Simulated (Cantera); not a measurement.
Charge: 1 mol C2H4, 1.8 mol H2, 0.21 mol N2, at 8.00 bar.

These are equilibrium values from Cantera (NASA tables, ideal gas, pure condensed phases), not measurements of a reactor. Candidate condensed phases: C, C6H6, C7H8, C8H18; 92 gas species. Rates play no part.

Question: What share of the C ends up in condensed phases as a function of T (K), at 625, 775, 925, 1075, 1225, 1375, 1525?

Answer: 
```tsv
T (K)	C condensed (%)	as
625	7.6	C(graphite)
775	17.3	C(graphite)
925	39.3	C(graphite)
1075	67.0	C(graphite)
1225	85.4	C(graphite)
1375	93.5	C(graphite)
1525	96.8	C(graphite)
```
